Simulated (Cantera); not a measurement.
Feed: 1 mol V₂O₃, 3.5 mol H₂, 18 mol N₂, held at 9300 Pa.

Method: chemical equilibrium by Gibbs-energy minimisation in Cantera with the NASA 1993 tables (ideal gas, pure condensed phases). Candidate condensed phases: H₂O, V, VN, VO, V₂O₃, V₂O₄, V₂O₅; 28 gas species. Mutual solubility and eutectic melting of coexisting phases are not modelled. VN: taken at fixed stoichiometry. Condensed phases not in the tables: the oxides between V₂O₃ and V₂O₅ other than VO₂, V₂N. Equilibrium is a limit: real reactors are often held back by kinetics, nucleation or transport. All values below are at 1498 K.

Base state: N₂ 0.837, H₂ 0.162, H₂O 0.000755, H 2.27e-5 (mole fractions); condensed: VN(s) + V₂O₃(s).

Task: What changes in the equilibrium state with this change: V₂O₃ replaced by V₂O₅?

Result: 
```json
[
 {"species": "N₂", "before": "0.837", "after": "0.837"},
 {"species": "H₂O", "before": "0.000755", "after": "0.0930"},
 {"species": "H₂", "before": "0.162", "after": "0.0698"},
 {"species": "H", "before": "2.27e-5", "after": "1.49e-5"},
 {"species": "VN(s), mol", "before": "0.0108", "after": "0"},
 {"species": "V₂O₃(s), mol", "before": "0.995", "after": "1.000"}
]
```
Condensed phases not in the tables: the oxides between V₂O₃ and V₂O₅ other than VO₂.
